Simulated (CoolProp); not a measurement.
Model: reference Helmholtz-energy equation of state, Lemmon 2006, in CoolProp. It is a short technical equation, of lower accuracy than the large ones.

### Question
Give the vapour pressure (MPa), vapour Z, surface tension (mN/m), liquid viscosity (µPa s) of saturated hydrogen sulfide at 327 K.

### Answer
```csv
T (K),p (MPa),vapour Z,surface tension (mN/m),liquid viscosity (µPa s)
327,3.85,0.712,6.29,93.6
```

Viscosity comes from a separate model (Quiñones-Cisneros 2012). Surface tension comes from a separate correlation (Mulero 2012).
